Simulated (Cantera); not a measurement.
A closed system holds: 1 mol Si, 1.1 mol Cl2, 2.4 mol H2, 5.8 mol HCl, equilibrated at 1525 K and 4880 Torr.

These are equilibrium values from Cantera (NASA tables, ideal gas, pure condensed phases), not measurements of a reactor. The tables' values for SiCl3 are old estimates; treat these amounts as uncertain. Equilibrium is a limit: real reactors are often held back by kinetics, nucleation or transport.

| species | before | after |
|---|---|---|
| HCl | 0.499 | 0.515 |
| H2 | 0.381 | 0.367 |
| SiCl4 | 0.101 | 0.0864 |
| SiCl3 | 0.00778 | 0.0161 |
| SiCl2 | 0.00177 | 0.00890 |
| Cl | 6.03e-6 | 1.61e-5 |
| H | 5.73e-6 | 1.43e-5 |
| SiH2Cl2 | 0.000121 | 9.02e-5 |
| SiHCl3 | 0.00873 | 0.00696 |
Gas species are given as mole fractions.

Problem. Name the change that produced these shifts.
A. H2 from 2.4 to 0.27 mol
B. temperature from 1525 K to 648 K
C. temperature from 1525 K to 700 K
D. pressure from 4880 Torr to 750 Torr

Solution. D, pressure from 4880 Torr to 750 Torr
